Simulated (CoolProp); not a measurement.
Vapour-liquid equilibrium of n-heptane (1) + ethylbenzene (2) at 0.42 MPa; x and y are mole fractions of (1).

Values from CoolProp's multi-fluid Helmholtz-energy mixture model, Span 2003 and Zhou 2012; pair parameters Bell 2016.

```csv
x,bubble temperature (K),y at the bubble point,dew temperature at overall composition x (K),liquid density (mol/L)
0.05,467.6,0.114,469.9,6.493
0.125,462.1,0.256,467.2,6.426
0.2,457.4,0.371,464.3,6.354
0.275,453.3,0.467,461.3,6.278
0.35,449.7,0.548,…,6.201
0.425,446.4,0.619,455.1,…
0.5,443.5,0.682,451.8,6.043
0.575,440.8,0.738,…,5.964
0.65,438.3,0.790,445.0,5.885
0.725,436.0,0.839,441.5,5.808
0.8,433.9,0.885,437.9,5.732
0.875,431.8,0.929,…,5.657
0.95,429.9,0.972,430.9,5.585
```

Q: Complete the blanks.

A: 
- 0.35, dew temperature at overall composition x (K): 458.3
- 0.425, liquid density (mol/L): 6.122
- 0.575, dew temperature at overall composition x (K): 448.5
- 0.875, dew temperature at overall composition x (K): 434.3

No azeotrope shows between x = 0.05 and 0.95.

Pair parameters are fitted to limited data, so mixtures are less certain than the pure fluids.
